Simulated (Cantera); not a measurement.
A freely propagating, adiabatic, planar premixed flame of H2 : O2 : N2 = 1 : 0.455 : 1.18 (molar parts), unburnt at 348 K and 0.280 bar; mixture-averaged transport, grid criteria slope 0.08 and curve 0.16, no radiation.

Detailed kinetics in Cantera: the H2/O2 subset of GRI-Mech 3.0, which has no nitrogen chemistry. Burning velocities carry a grid error of a few per cent, more on coarse grids.

Question: How do the results move with these cheaper or finer settings: unity-Lewis-number transport; multicomponent transport; multicomponent+Soret transport; grid criteria slope 0.5, curve 1; grid criteria slope 0.25, curve 0.5; grid criteria slope 0.03, curve 0.06?

Answer: 
```json
[
 {"setting": "as above", "laminar burning velocity": "394 cm/s", "thermal thickness": "1.85 mm", "peak x(H)": "0.0988", "peak x(HO2)": "0.000262", "grid points": "133"},
 {"setting": "unity-Lewis-number transport", "laminar burning velocity": "255 cm/s", "thermal thickness": "1.43 mm", "peak x(H)": "0.105", "peak x(HO2)": "0.000193", "grid points": "118"},
 {"setting": "multicomponent transport", "laminar burning velocity": "385 cm/s", "thermal thickness": "1.85 mm", "peak x(H)": "0.0984", "peak x(HO2)": "0.000261", "grid points": "133"},
 {"setting": "multicomponent+Soret transport", "laminar burning velocity": "364 cm/s", "thermal thickness": "1.80 mm", "peak x(H)": "0.0955", "peak x(HO2)": "0.000262", "grid points": "133"},
 {"setting": "grid criteria slope 0.5, curve 1", "laminar burning velocity": "433 cm/s", "thermal thickness": "2.26 mm", "peak x(H)": "0.0989", "peak x(HO2)": "0.000241", "grid points": "37"},
 {"setting": "grid criteria slope 0.25, curve 0.5", "laminar burning velocity": "403 cm/s", "thermal thickness": "1.99 mm", "peak x(H)": "0.0988", "peak x(HO2)": "0.000255", "grid points": "61"},
 {"setting": "grid criteria slope 0.03, curve 0.06", "laminar burning velocity": "393 cm/s", "thermal thickness": "1.82 mm", "peak x(H)": "0.0986", "peak x(HO2)": "0.000264", "grid points": "276"}
]
```
The base run took very roughly 1.1 core-seconds.
Unity Lewis numbers drop preferential diffusion, which matters most where H2 and H carry the flame; Soret adds thermal diffusion.
